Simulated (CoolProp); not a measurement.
A single-stage vapour-compression cycle with R507A: evaporating at 219.15 K (dew point), condensing at 287.15 K (bubble point), superheat 8 K, subcooling 2 K, compressor efficiency 0.9, no pressure losses. Each further row changes one setting.

Computed with CoolProp (reference Helmholtz-energy equation of state, Lemmon 2003). It is a pseudo-pure fit of the blend.

```json
[
 {"case": "as stated", "cooling COP": "(withheld)", "pressure ratio": "13.5", "discharge temperature (K)": "314.4", "refrigerating effect (kJ/kg)": "121", "volumetric capacity (kJ/m³)": "460"},
 {"case": "evaporating temperature 224.15 K", "cooling COP": "2.31", "pressure ratio": "10.5", "discharge temperature (K)": "311.8", "refrigerating effect (kJ/kg)": "(withheld)", "volumetric capacity (kJ/m³)": "599"},
 {"case": "condensing temperature 282.15 K", "cooling COP": "(withheld)", "pressure ratio": "(withheld)", "discharge temperature (K)": "308.9", "refrigerating effect (kJ/kg)": "128", "volumetric capacity (kJ/m³)": "487"},
 {"case": "subcooling 7 K", "cooling COP": "2.15", "pressure ratio": "13.5", "discharge temperature (K)": "314.4", "refrigerating effect (kJ/kg)": "128", "volumetric capacity (kJ/m³)": "487"},
 {"case": "superheat 18 K", "cooling COP": "(withheld)", "pressure ratio": "13.5", "discharge temperature (K)": "324.9", "refrigerating effect (kJ/kg)": "128", "volumetric capacity (kJ/m³)": "466"},
 {"case": "compressor efficiency 0.8", "cooling COP": "1.80", "pressure ratio": "13.5", "discharge temperature (K)": "(withheld)", "refrigerating effect (kJ/kg)": "121", "volumetric capacity (kJ/m³)": "460"}
]
```

Task: Fill in the missing entries.

Result: 
- as stated, cooling COP: 2.03
- evaporating temperature 224.15 K, refrigerating effect (kJ/kg): 124
- condensing temperature 282.15 K, cooling COP: 2.28
- condensing temperature 282.15 K, pressure ratio: 11.7
- superheat 18 K, cooling COP: 2.05
- compressor efficiency 0.8, discharge temperature (K): 321.7
